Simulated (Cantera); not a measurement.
Feed: 1 mol Pb, 16 mol H₂O, 3.8 mol H₂, equilibrated at 800 °C and 250 Pa.

Method: chemical equilibrium by Gibbs-energy minimisation in Cantera with the NASA 1993 tables (ideal gas, pure condensed phases). Candidate condensed phases: H₂O, Pb, PbO, PbO₂, Pb₃O₄; 12 gas species. Equilibrium is a limit: real reactors are often held back by kinetics, nucleation or transport.

Base state: H₂O 0.784, H₂ 0.186, Pb 0.0292 (mole fractions); condensed: Pb(l).

Task: What changes in the equilibrium state with this change: pressure from 250 Pa to 1000 Pa?

Result: 
```json
[
 {"species": "H₂O", "before": "0.784", "after": "0.802"},
 {"species": "H₂", "before": "0.186", "after": "0.191"},
 {"species": "Pb", "before": "0.0292", "after": "0.00731"},
 {"species": "Pb(l), mol", "before": "0.404", "after": "0.854"}
]
```
